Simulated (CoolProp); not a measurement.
Saturation properties of R123.

The numbers come from the reference Helmholtz-energy equation of state, Younglove 1994 in CoolProp. It is a modified Benedict-Webb-Rubin equation, recast in Helmholtz form.

```csv
T (°C),p (MPa),vapour density (kg/m³),enthalpy of vaporisation (kJ/kg),vapour viscosity (µPa s)
40.95,0.1594,9.919,164.5,11.3
54.65,0.2445,14.90,158.3,11.8
68.35,0.3608,21.67,151.6,12.2
82.05,0.5148,30.71,144.4,12.7
95.75,0.7136,42.60,136.6,13.2
109.35,0.9627,58.07,128.0,13.8
123.05,1.274,78.54,118.2,14.5
136.75,1.655,105.9,107.0,15.4
150.45,2.115,143.7,93.46,16.7
164.15,2.668,200.3,75.99,19.1
```

It boils at 27.8 °C under 1 atm.

Viscosity comes from a separate model (Tanaka 1996).
